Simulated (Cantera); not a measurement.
Input: 1 mol PbO, 0.05 mol O₂, 25 mol N₂, held at 1325 °C and 1650 Torr.

These are equilibrium values from Cantera (NASA tables, ideal gas, pure condensed phases), not measurements of a reactor. Candidate condensed phases: Pb, PbO, PbO₂, Pb₃O₄; 12 gas species. Gases not in the tables: (PbO)n polymers. Equilibrium is a limit: real reactors are often held back by kinetics, nucleation or transport.

Base state: N₂ 0.983, PbO 0.0129, O₂ 0.00263, Pb 0.00156, NO 0.000240 (mole fractions); condensed: PbO(l).

What changes in the equilibrium state with this change: pressure from 1650 Torr to 2.78 Torr?


```json
[
 {"species": "N₂", "before": "0.983", "after": "0.949"},
 {"species": "Pb", "before": "0.00156", "after": "0.0218"},
 {"species": "PbO", "before": "0.0129", "after": "0.0161"},
 {"species": "O₂", "before": "0.00263", "after": "0.0125"},
 {"species": "O", "before": "4.89e-7", "after": "2.61e-5"},
 {"species": "NO", "before": "0.000240", "after": "0.000515"},
 {"species": "PbO(l), mol", "before": "0.633", "after": "0"}
]
```

What changes in the equilibrium state with this change: temperature from 1325 °C to 752 °C?


```tsv
species	before	after
N₂	0.983	0.998
O₂	0.00263	0.00199
NO	0.000240	4.49e-6
PbO	0.0129	3.11e-7
Pb	0.00156	<1e-9
PbO(l), mol	0.633	0
PbO(yellow), mol	0	1.000
```

What changes in the equilibrium state with this change: temperature from 1325 °C to 352 °C?


```csv
species,before,after
N₂,0.983,0.998
O₂,0.00263,0.00200
NO,0.000240,4.70e-9
PbO,0.0129,<1e-9
Pb,0.00156,<1e-9
"PbO(l), mol",0.633,0
"PbO(red), mol",0,1.00
```
